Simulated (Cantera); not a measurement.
Input: 1 mol Fe3O4, 2800 mol H2, 0.077 mol H2O, held at 680 Pa.

These are equilibrium values from Cantera (NASA tables, ideal gas, pure condensed phases), not measurements of a reactor. Candidate condensed phases: Fe, FeO, Fe(OH)2, Fe(OH)3, Fe2O3, Fe3O4, H2O; 12 gas species. The numbers say what is thermodynamically allowed, not how fast it happens.

### Question
Which condensed phases are stable at each of these points (T (K)): 1275, 1325, 1375, 1425, 1475, 1525, 1575, 1625, 1675, 1725, 1775, 1825?

### Answer
| T (K) | condensed phases | Fe condensed (%) |
|---|---|---|
| 1275 | Fe(γ) | 100.0 |
| 1325 | Fe(γ) | 100.0 |
| 1375 | Fe(γ) | 99.9 |
| 1425 | Fe(γ) | 99.6 |
| 1475 | Fe(γ) | 98.8 |
| 1525 | Fe(γ) | 96.5 |
| 1575 | Fe(γ) | 90.6 |
| 1625 | Fe(γ) | 76.2 |
| 1675 | Fe(δ) | 42.9 |
| 1725 | gas only | 0.0 |
| 1775 | gas only | 0.0 |
| 1825 | gas only | 0.0 |

From 1275 K to 1625 K the condensed part is Fe(γ). At 1675 K the condensed part is Fe(δ). From 1725 K to 1825 K nothing is condensed.
